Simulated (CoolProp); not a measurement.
Ammonia at 298.15 K and 18.5 MPa is throttled through a valve to 8.35 MPa with no heat exchange. Each further row changes one setting.

Computed with CoolProp (reference Helmholtz-energy equation of state, Gao 2020).

```
case                      temperature change (K)  final density (kg/m³)
------------------------  ----------------------  ---------------------
as stated                                   +1.1                    608
outlet pressure 2.5 MPa                     +1.7                    602
outlet pressure 10.9 MPa                    +0.9                    611
```
